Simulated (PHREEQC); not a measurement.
Dissolve 0.0013 mol H2SO4, 0.031 mol FeCl3 and 0.025 mol MnSO4 per kg of water at 20 °C. Closed to the air; pH follows from the charge balance.

Model: ion-association model, phreeqc.dat, run in PHREEQC.

```
Item                      Value
----------------  -------------
pH                         2.29
ionic strength    0.153 mol/kgw
total alkalinity   -64.6 meq/kg
```

```tsv
species	molality	activity	log γ
Cl-	0.0859	0.0633	-0.133
Mn+2	0.0205	0.00730	-0.448
FeSO4+	0.0161	0.0122	-0.121
H+	0.00626	0.00507	-0.092
SO4-2	0.00542	0.00176	-0.489
Fe+3	0.00477	0.000709	-0.827
FeCl+2	0.00351	0.00115	-0.483
MnCl+	0.00248	0.00188	-0.121
FeOH+2	0.00203	0.000668	-0.483
MnSO4	0.00200	0.00207	0.015
Fe2(OH)2+4	0.00119	1.48e-5	-1.905
HSO4-	0.00102	0.000779	-0.119
Fe(SO4)2-	0.000607	0.000461	-0.119
```

No solid was allowed to form. Saturation is exceeded, for instance for Hematite (slow to form), Goethite (slow to form); the values hold only as long as no solid forms.
